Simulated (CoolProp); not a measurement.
A single-stage vapour-compression cycle with R13: evaporating at 244.15 K (dew point), condensing at 288.15 K (bubble point), superheat 5 K, subcooling 2 K, compressor efficiency 0.85, no pressure losses. Each further row changes one setting.

Computed with CoolProp (reference Helmholtz-energy equation of state, Platzer 1990). This equation is an older, rougher fit; its heat capacities, sound speeds and derivatives of the liquid may be far off and weren't checked against measurements.

```csv
case,cooling COP,pressure ratio,discharge temperature (K),refrigerating effect (kJ/kg),volumetric capacity (kJ/m³)
as stated,3.04,3.27,309.3,71.7,3760
evaporating temperature 249.15 K,3.60,…,…,…,…
condensing temperature 283.15 K,3.70,2.90,…,78.6,…
subcooling 7 K,3.36,3.27,309.3,79.1,4150
superheat 15 K,…,3.27,318.9,78.8,3860
compressor efficiency 0.75,2.68,3.27,312.6,71.7,3760
```

What belongs in the gaps?


- evaporating temperature 249.15 K, pressure ratio: 2.80
- evaporating temperature 249.15 K, discharge temperature (K): 307.4
- evaporating temperature 249.15 K, refrigerating effect (kJ/kg): 73.0
- evaporating temperature 249.15 K, volumetric capacity (kJ/m³): 4490
- condensing temperature 283.15 K, discharge temperature (K): 302.7
- condensing temperature 283.15 K, volumetric capacity (kJ/m³): 4120
- superheat 15 K, cooling COP: 3.10
